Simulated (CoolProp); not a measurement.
Properties of hexamethyldisiloxane (MM) along the isobar 2.87 MPa (Tc = 518.7 K, pc = 1.931 MPa, ω = 0.418).

Model: reference Helmholtz-energy equation of state, Thol 2016, in CoolProp.

```
T (K)          phase  Joule-Thomson coefficient (K/MPa)  fugacity coefficient
-----  -------------  ---------------------------------  --------------------
358.6         liquid                            -0.3014               0.02656
374.2         liquid                            -0.2615               0.04170
389.8         liquid                            -0.2146               0.06233
405.4         liquid                            -0.1581               0.08920
420.9         liquid                           -0.08854                0.1226
436.5         liquid                          0.0009792                0.1634
452.1         liquid                             0.1204                0.2111
467.7         liquid                             0.2882                0.2655
483.2         liquid                             0.5400                0.3254
498.8         liquid                             0.9673                0.3903
514.4         liquid                              1.832                0.4581
530    supercritical                              4.267                0.5260
545.5  supercritical                              12.37                0.5879
561.1  supercritical                              12.82                0.6365
```
